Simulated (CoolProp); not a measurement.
The fluid at 251.29 K and 8.45 MPa flows at 0.42 m/s in a round tube of 12.7 mm bore and 0.25 µm roughness, fully developed (64/Re and Nu = 3.66 if laminar; Colebrook and Gnielinski if turbulent). The same conditions are run with several fluids, on thermodynamics alone (safety and materials aside).

Computed with CoolProp (reference Helmholtz-energy equation of state of each fluid (CH2F2 (R32): Tillner-Roth 1997; R134a: Tillner-Roth 1994; R507A: Lemmon 2003; ethane: Bücker 2006)). Blends and air are pseudo-pure fits.

```
fluid        Reynolds number  Darcy friction factor  pressure drop (Pa/m)  heat-transfer coefficient (W/(m² K))  mass flow (kg/h)
-----------  ---------------  ---------------------  --------------------  ------------------------------------  ----------------
CH2F2 (R32)            28000                 0.0239                   190                                  1590               220
R134a                  18900                 0.0263                   253                                   994               265
R507A                  23800                 0.0249                   219                                   951               243
ethane                 28400                 0.0238                  76.9                                  1090              89.0
```

Transport values come from each fluid's own correlations; those of CH2F2 (R32), R134a are estimates that may be off by 10 % or more.
